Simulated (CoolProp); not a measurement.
Computed with CoolProp (reference Helmholtz-energy equation of state, Eisenbach 2021).

For propylene glycol, give the phase and the Z, cp (kJ/(kg K)), speed of sound (m/s), fugacity coefficient at 412.9 K and 0.872 MPa; 475 K and 0.872 MPa.


- 412.9 K and 0.872 MPa: liquid; Z 0.0206, cp 3.12, speed of sound 1180, fugacity coefficient 0.0214
- 475 K and 0.872 MPa: liquid; Z 0.0191, cp 3.45, speed of sound 988, fugacity coefficient 0.173
